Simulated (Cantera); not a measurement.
An adiabatic, constant-pressure homogeneous reactor starts with H₂ : O₂ : N₂ : H₂O = 1 : 0.5 : 1.9 : 0.28 (molar parts), equivalence ratio 1.0, at 1275 K and 1.01 bar. Integrator tolerance rtol = 1e-08.

Detailed kinetics in Cantera: the H2/O2 subset of GRI-Mech 3.0, which has no nitrogen chemistry.

Q: What does this change do: pressure from 1.01 bar to 5.00 bar?

A: 
```tsv
quantity	before	after
time of steepest temperature rise	35.0 µs	13.4 µs
temperature at 0.400 s	2689 K	2794 K
equilibrium temperature	2689 K	2794 K
x(H₂) at 0.400 s	0.0388 (gas-phase equilibrium 0.0388)	0.0315 (gas-phase equilibrium 0.0315)
x(O₂) at 0.400 s	0.0142 (gas-phase equilibrium 0.0142)	0.0111 (gas-phase equilibrium 0.0111)
x(H₂O) at 0.400 s	0.332 (gas-phase equilibrium 0.332)	0.347 (gas-phase equilibrium 0.347)
x(H₂O₂) at 0.400 s	4.10e-7 (gas-phase equilibrium 4.10e-7)	1.02e-6 (gas-phase equilibrium 1.02e-6)
x(HO₂) at 0.400 s	5.48e-6 (gas-phase equilibrium 5.48e-6)	8.72e-6 (gas-phase equilibrium 8.72e-6)
x(OH) at 0.400 s	0.0232 (gas-phase equilibrium 0.0232)	0.0197 (gas-phase equilibrium 0.0197)
x(O) at 0.400 s	0.00410 (gas-phase equilibrium 0.00410)	0.00251 (gas-phase equilibrium 0.00251)
```
The hydrogen kinetics of GRI-Mech 3.0 are dated; newer H2 mechanisms differ, most at raised pressure.
